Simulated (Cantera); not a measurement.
## BN + O2 + H2 (nitride etching)

Feed: 1 mol BN, 0.72 mol O2, 13 mol H2, equilibrated at 1125 K and 0.170 bar.

Cantera equilibrium calculation (NASA polynomials, part measured and part estimated; ideal gas, pure solids and liquids). Candidate condensed phases: B, BN, B2O3, B3O3H3, H2O; 39 gas species. Mutual solubility and eutectic melting of coexisting phases are not modelled. Gases not in the tables: H3BO3. Rates play no part.

The x(H2) comes out as 0.963, the x(N2) is 0.0351 and the x(H2O) is 0.00161. The x(HBO2) is 2.58e-5. The x(NH3) is 8.36e-6, the n(BN(s)) is 0.0546 mol and the n(B2O3(l)) is 0.473 mol. The gas amount comes out as 13.47 mol and the log10 activity of B(s) (absent) is -5.93. The log10 activity of B3O3H3(s) (absent) is -13.10.
